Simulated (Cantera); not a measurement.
Feed: 1 mol MgO, 1.5 mol CH₄, 0.12 mol CO, held at 0.650 bar.

Equilibrium computed with Cantera from the NASA thermochemical tables; the gas is ideal and each condensed phase is pure. Candidate condensed phases: C, C₆H₆, C₇H₈, C₈H₁₈, H₂O, Mg, MgCO₃, MgO, Mg(OH)₂; 116 gas species. Equilibrium is a limit: real reactors are often held back by kinetics, nucleation or transport.

Problem. Which condensed phases are stable at each of these points (T (°C)): 1402, 1502, 1602, 1702, 1802, 1902, 2002, 2102?

Solution. 
```json
[
 {"T (°C)": "1402", "condensed phases": "C(graphite) + MgO(s)", "Mg condensed (%)": "98.2"},
 {"T (°C)": "1502", "condensed phases": "C(graphite) + MgO(s)", "Mg condensed (%)": "86.6"},
 {"T (°C)": "1602", "condensed phases": "C(graphite) + MgO(s)", "Mg condensed (%)": "32.4"},
 {"T (°C)": "1702", "condensed phases": "C(graphite)", "Mg condensed (%)": "0.0"},
 {"T (°C)": "1802", "condensed phases": "C(graphite)", "Mg condensed (%)": "0.0"},
 {"T (°C)": "1902", "condensed phases": "C(graphite)", "Mg condensed (%)": "0.0"},
 {"T (°C)": "2002", "condensed phases": "C(graphite)", "Mg condensed (%)": "0.0"},
 {"T (°C)": "2102", "condensed phases": "C(graphite)", "Mg condensed (%)": "0.0"}
]
```

From 1402 °C to 1602 °C the condensed part is C(graphite) + MgO(s). From 1702 °C to 2102 °C the condensed part is C(graphite).
